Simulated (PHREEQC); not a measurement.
## Leach liquor

Consider water at 25 °C with 0.0023 mol/kgw H2SO4 and 4.73e-05 mol/kgw ZnSO4. Closed to the air; pH follows from the charge balance.

Model: ion-association model, phreeqc.dat, run in PHREEQC.

This is a speciation only: nothing precipitates in the calculation.

Q: Predict the pH, specific conductance.

A: pH 2.42; specific conductance 1640 µS/cm.

Q: In which forms is S present?

A: SO4-2 77 %, HSO4- 22 % of the S.
